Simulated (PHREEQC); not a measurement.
PHREEQC input (ion-association model, phreeqc.dat):

```
SOLUTION 1
  temp 25
  units mol/kgw
  pH 7 charge
  Cl 0.028
  Ca 0.014
END
SELECTED_OUTPUT 1
  -reset false
  -pH true
  -pe true
  -ionic_strength true
  -water true
  -totals Ca Cl Hdg
  -molalities H+ Ca+2 Cl- OH- CaOH+
USER_PUNCH 1
  -headings p_Hdg(g) phi_Hdg(g) p_H2O(g) phi_H2O(g) density
  10 PUNCH PR_P("Hdg(g)"), PR_PHI("Hdg(g)"), PR_P("H2O(g)"), PR_PHI("H2O(g)"), RHO
PRINT
  -reset false
USE solution 1
REACTION_TEMPERATURE 1
  50
GAS_PHASE 1
  -fixed_pressure
  -pressure 2
  -temperature 50
  -volume 20
  Hdg(g) 2
  H2O(g) 0
END
# ... the last block is repeated for the other 12 points of P (atm)
```

Selected output (columns that matter, 13 of 13 rows; P (atm) added in front):

```
P (atm)	pH	mu	Ca	Cl	Hdg	m_H+	m_Ca+2	m_Cl-	m_OH-	p_Hdg(g)	phi_Hdg(g)	p_H2O(g)	phi_H2O(g)	density
2	6.6162	0.042075	0.014025	0.02805	0.0013577	2.8295e-07	0.014025	0.02805	2.7736e-07	1.8776	1.0006	0.12244	0.99129	0.98931
5	6.6157	0.042073	0.014024	0.028048	0.0035174	2.8327e-07	0.014024	0.028048	2.777e-07	4.8761	1.0014	0.1239	0.98161	0.98939
10	6.6148	0.042073	0.014024	0.028049	0.0070938	2.8382e-07	0.014024	0.028049	2.7825e-07	9.8737	1.0028	0.12634	0.96587	0.98951
20	6.6131	0.042075	0.014025	0.02805	0.014161	2.8493e-07	0.014025	0.02805	2.7938e-07	19.869	1.0056	0.1313	0.93569	0.98976
30	6.6114	0.042078	0.014026	0.028052	0.021118	2.8604e-07	0.014026	0.028052	2.8051e-07	29.864	1.0085	0.13635	0.9071	0.99001
40	6.6097	0.04208	0.014027	0.028053	0.027966	2.8715e-07	0.014027	0.028053	2.8164e-07	39.858	1.0114	0.1415	0.88001	0.99027
50	6.608	0.042083	0.014028	0.028055	0.034709	2.8827e-07	0.014028	0.028055	2.8278e-07	49.853	1.0145	0.14674	0.85432	0.99052
75	6.6036	0.04209	0.01403	0.02806	0.05112	2.911e-07	0.01403	0.02806	2.8565e-07	74.84	1.0224	0.16023	0.79569	0.99117
100	6.5993	0.042097	0.014032	0.028064	0.066925	2.9395e-07	0.014032	0.028064	2.8855e-07	99.826	1.0309	0.17423	0.74411	0.99183
150	6.5906	0.042111	0.014037	0.028074	0.096853	2.9977e-07	0.014037	0.028074	2.9444e-07	149.8	1.049	0.20367	0.65824	0.99318
200	6.5819	0.042125	0.014042	0.028083	0.12473	3.0572e-07	0.014042	0.028083	3.0047e-07	199.77	1.0688	0.23478	0.59043	0.99455
300	6.5645	0.042153	0.014051	0.028102	0.17508	3.1802e-07	0.014051	0.028102	3.129e-07	299.7	1.113	0.30091	0.49233	0.99737
400	6.547	0.04218	0.01406	0.02812	0.21923	3.3087e-07	0.01406	0.02812	3.2586e-07	399.63	1.1629	0.37072	0.4269	1.0003
```

Complexes and solids missing from the database can't appear. Constants without temperature data keep their 25 °C values here.
